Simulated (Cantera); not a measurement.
An isothermal, constant-pressure homogeneous reactor starts with CO : O2 : H2O : N2 = 0.0055 : 0.0088 : 0.076 : 1 (molar parts), at 1075 K and 510000 Pa.

Detailed kinetics in Cantera: GRI-Mech 3.0 (53 species, 325 reactions).

x: mole fraction; the columns are a selection and need not sum to one.

```tsv
t (s)	x CO	x O2	x H2O	x NO	x H2	x HO2	x CO2
0.000200	0.00504	0.00807	0.0697	<1e-12	4.49e-11	3.76e-10	7.70e-10
0.000434	0.00504	0.00807	0.0697	<1e-12	1.50e-10	1.16e-9	2.35e-9
0.000941	0.00504	0.00807	0.0697	<1e-12	4.77e-10	3.18e-9	7.31e-9
0.00204	0.00504	0.00807	0.0697	<1e-12	1.75e-9	9.24e-9	2.71e-8
0.00443	0.00504	0.00807	0.0697	<1e-12	9.23e-9	3.62e-8	1.45e-7
0.00960	0.00504	0.00807	0.0697	<1e-12	1.09e-7	3.22e-7	1.70e-6
0.0208	0.00497	0.00803	0.0697	<1e-12	5.99e-6	4.24e-6	7.76e-5
0.0452	___	0.00784	0.0697	1.14e-12	___	___	___
0.0980	0.00380	0.00748	0.0697	4.23e-12	5.79e-5	4.24e-6	0.00125
0.213	0.00268	0.00692	0.0697	1.14e-11	5.78e-5	3.46e-6	0.00237
0.461	0.00147	0.00631	0.0698	1.98e-11	3.71e-5	2.31e-6	0.00358
1.00	___	0.00588	0.0698	2.11e-11	___	___	___
```

What belongs in the gaps?


- 0.0452, x CO: 0.00456
- 0.0452, x H2: 3.35e-5
- 0.0452, x HO2: 4.60e-6
- 0.0452, x CO2: 0.000489
- 1.00, x CO: 0.000617
- 1.00, x H2: 1.73e-5
- 1.00, x HO2: 1.23e-6
- 1.00, x CO2: 0.00444
